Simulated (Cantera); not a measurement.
A closed system holds: 1 mol H2O, 2.5 mol O2, 11 mol N2, equilibrated at 380 Pa.

These are equilibrium values from Cantera (NASA tables, ideal gas, pure condensed phases), not measurements of a reactor. Candidate condensed phases: H2O; 24 gas species. Equilibrium is a limit: real reactors are often held back by kinetics, nucleation or transport.

x: gas mole fraction; nothing condenses.

```csv
T (°C),x N2,x O,x O2,x H,x H2O,x OH,x NO
302,0.759,<1e-12,0.172,<1e-12,0.0690,<1e-12,8.25e-9
502,0.759,<1e-12,0.172,<1e-12,0.0690,1.27e-9,1.14e-6
702,0.759,4.86e-10,0.172,<1e-12,0.0690,2.22e-7,2.10e-5
902,0.759,9.83e-8,0.172,2.82e-10,0.0690,6.73e-6,0.000143
1102,0.758,___,0.172,___,0.0689,___,___
1302,0.758,7.19e-5,0.171,2.45e-6,0.0687,0.000462,0.00154
1502,0.756,0.000640,0.170,5.00e-5,0.0678,0.00186,0.00336
1702,0.753,0.00364,0.166,0.000551,0.0650,0.00554,0.00620
1902,0.743,0.0148,0.156,0.00379,0.0574,0.0127,0.00999
2102,0.718,0.0454,0.137,0.0171,0.0407,0.0221,0.0141
2302,0.674,___,___,___,___,___,0.0169
2502,0.626,0.192,0.0582,0.0822,0.00345,0.0170,0.0167
2702,0.595,0.260,0.0238,0.0979,0.000394,0.00736,0.0135
```

Q: What belongs in the gaps?

A: 
- 1102, x O: 4.28e-6
- 1102, x H: 5.05e-8
- 1102, x OH: 7.59e-5
- 1102, x NO: 0.000558
- 2302, x O: 0.108
- 2302, x O2: 0.102
- 2302, x H: 0.0486
- 2302, x H2O: 0.0175
- 2302, x OH: 0.0255
